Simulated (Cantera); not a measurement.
An isothermal, constant-pressure homogeneous reactor starts with H2 : O2 : N2 = 0.8 : 1 : 0.54 (molar parts), at 1223 K and 0.330 bar.

Model: the H2/O2 subset of GRI-Mech 3.0, which has no nitrogen chemistry, integrated in Cantera. The temperature is held fixed by assumption; the heat of reaction is taken as removed at once.

x: mole fraction; the columns are a selection and need not sum to one.

```tsv
t (s)	x H2	x O2	x OH	x O	x H2O	x HO2
6.00e-6	0.342	0.427	9.46e-9	1.60e-8	5.08e-8	[?]
1.91e-5	0.342	0.427	7.28e-7	1.26e-6	6.04e-6	[?]
6.05e-5	0.0736	0.309	0.0148	0.0337	0.229	[?]
0.000192	0.00270	0.309	0.00220	0.00136	0.407	[?]
0.000610	0.000246	0.309	0.000566	9.61e-5	0.412	[?]
0.00194	2.18e-5	0.309	0.000218	1.29e-5	0.412	[?]
0.00615	2.13e-6	0.309	9.76e-5	2.53e-6	0.412	[?]
0.0195	3.91e-7	0.309	4.89e-5	6.39e-7	0.412	[?]
0.0620	1.05e-7	0.309	2.63e-5	1.87e-7	0.412	[?]
0.197	3.87e-8	0.309	1.56e-5	6.58e-8	0.412	3.42e-8
0.625	2.68e-8	0.309	1.22e-5	4.04e-8	0.412	3.53e-8
1.98	2.64e-8	0.309	1.20e-5	3.94e-8	0.412	3.55e-8
6.30	2.64e-8	0.309	1.20e-5	3.94e-8	0.412	3.55e-8
20.0	2.64e-8	0.309	1.20e-5	3.94e-8	0.412	3.55e-8
```

Task: Fill in the missing entries.

Result: 
- 6.00e-6, x HO2: 3.31e-8
- 1.91e-5, x HO2: 3.72e-7
- 6.05e-5, x HO2: 0.000140
- 0.000192, x HO2: 9.69e-5
- 0.000610, x HO2: 1.70e-5
- 0.00194, x HO2: 2.47e-6
- 0.00615, x HO2: 4.57e-7
- 0.0195, x HO2: 1.20e-7
- 0.0620, x HO2: 4.65e-8
